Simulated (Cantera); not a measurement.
Input (Python, Cantera):

```python
import numpy as np
import cantera as ct

gas = ct.Solution("gri30.yaml")
gas.TPX = 723, 31000, {'CH4': 1, 'O2': 1.54, 'N2': 5.78}
flame = ct.FreeFlame(gas, width=0.091)
flame.set_refine_criteria(ratio=3, slope=0.08, curve=0.16)
flame.transport_model = "mixture-averaged"
flame.solve(loglevel=0, auto=True)
z, T = flame.grid, flame.T
thick = (T[-1] - T[0]) / np.gradient(T, z).max()
show = ['CH4', 'O2', 'C2H6', 'C2H', 'H', 'CH2O']
print(f"laminar burning velocity  {flame.velocity[0] * 100:.3f} cm/s")
print(f"burnt temperature         {T[-1]:.1f} K")
print(f"thermal thickness         {thick * 1e3:.4f} mm")
print(f"grid points               {len(z)}")
z0 = z[flame.heat_release_rate.argmax()]
print(f"{'z/mm':>9s}{'T/K':>9s}{'u/(m/s)':>9s}" + "".join(f"{s:>11s}" for s in show))
rows = []
for k in (-3, -2, -1.5, -1, -0.5, -0.25, 0, 0.25, 0.5, 1, 2, 4, 8):
    zz = z0 + k * thick
    rows.append([k * thick, np.interp(zz, z, T), np.interp(zz, z, flame.velocity),
                 *(np.interp(zz, z, flame.X[gas.species_index(s)]) for s in show)])
    print(f"{rows[-1][0] * 1e3:9.3f}{rows[-1][1]:9.1f}{rows[-1][2]:9.3f}" + "".join(f"{x:11.3e}" for x in rows[-1][3:]))
```

Output:

```
laminar burning velocity  196.522 cm/s
burnt temperature         2323.1 K
thermal thickness         0.9131 mm
grid points               136
     z/mm      T/K  u/(m/s)        CH4         O2       C2H6        C2H          H       CH2O
   -2.739    723.2    1.970  1.199e-01  1.847e-01  1.838e-07  2.391e-21  4.684e-09  3.130e-07
   -1.826    725.7    1.985  1.191e-01  1.838e-01  3.900e-06  2.603e-18  2.764e-07  5.127e-06
   -1.370    735.4    2.021  1.176e-01  1.822e-01  2.499e-05  1.463e-16  2.375e-06  2.513e-05
   -0.913    801.5    2.228  1.110e-01  1.762e-01  2.582e-04  5.370e-14  2.778e-05  1.588e-04
   -0.457   1181.1    3.361  7.751e-02  1.419e-01  1.810e-03  6.860e-10  4.155e-04  9.281e-04
   -0.228   1561.1    4.518  4.191e-02  9.890e-02  1.231e-03  9.315e-08  1.824e-03  1.310e-03
    0.000   1907.8    5.595  1.181e-02  5.174e-02  1.119e-04  1.746e-06  5.744e-03  8.021e-04
    0.228   2081.0    6.128  1.596e-03  2.246e-02  1.617e-06  2.678e-06  1.069e-02  2.327e-04
    0.457   2129.7    6.266  1.351e-04  1.029e-02  1.272e-08  7.181e-07  1.400e-02  3.333e-05
    0.913   2148.8    6.300  8.047e-07  4.472e-03  7.959e-13  1.224e-08  1.601e-02  2.896e-07
    1.826   2162.2    6.323  2.098e-10  3.381e-03  2.134e-19  9.877e-12  1.591e-02  3.638e-10
    3.652   2179.6    6.364  7.236e-14  2.993e-03  1.900e-23  6.075e-15  1.481e-02  2.611e-10
    7.304   2206.3    6.429  2.542e-15  2.482e-03  3.659e-28  1.307e-19  1.296e-02  2.693e-10
```

Computed with Cantera and GRI-Mech 3.0 (53 species, 325 reactions). Burning velocities carry a grid error of a few per cent, more on coarse grids.
